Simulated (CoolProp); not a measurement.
Model: reference Helmholtz-energy equation of state, Thol 2014, in CoolProp.

Q: For chloromethane (R40), give the phase and the speed of sound (m/s), Joule-Thomson coefficient (K/MPa) at 346.3 K and 247 bar; 472.6 K and 5.52 bar; 430.5 K and 2.19 bar.

A: 
- 346.3 K and 247 bar: liquid; speed of sound 872, Joule-Thomson coefficient -0.209
- 472.6 K and 5.52 bar: gas; speed of sound 300, Joule-Thomson coefficient 8.90
- 430.5 K and 2.19 bar: gas; speed of sound 289, Joule-Thomson coefficient 11.5
